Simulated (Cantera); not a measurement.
Feed: 1 mol SiH₄, 110 mol N₂, equilibrated at 1.00 Torr.

Cantera equilibrium calculation (NASA polynomials, part measured and part estimated; ideal gas, pure solids and liquids). Candidate condensed phases: Si, Si₃N₄; 18 gas species. Equilibrium is a limit: real reactors are often held back by kinetics, nucleation or transport.

Problem. At 1548 K, list the 3 most abundant gas species with their mole fractions, and the condensed phases.

Solution. N₂ 0.982, H₂ 0.0179, H 0.000113. Condensed: Si₃N₄(s).
